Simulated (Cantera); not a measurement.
An isothermal plug-flow reactor at 1200 K and 0.900 bar (inlet), inlet velocity 2.5 m/s, active area per volume 1600 1/m; feed CH₄ : O₂ : N₂ : H₂O = 0.0067 : 0.02 : 0.79 : 0.056 (molar parts), equivalence ratio 0.67.

Detailed kinetics in Cantera: Deutschmann's 1995 Pt surface mechanism with GRI-Mech 3.0 gas chemistry. Catalytic surfaces can have several steady states; this one follows from the mechanism file's or the stated starting coverage. Mass transfer to the wall is taken as infinitely fast.

One state of this run: x CH₄ = 0.000185; x O₂ = 0.00816; x H₂O = 0.0790; x CO₂ = 0.00735; x CO = 4.22e-7; θ free Pt = 0.603; θ O* = 0.394; θ OH* = 0.00324. x: gas mole fraction; θ: surface coverage.

Task: Which value of z (m) does it belong to?
A) 0.00029
B) 0.0062
C) 0.00013
D) 0.0013

Result: B, 0.0062
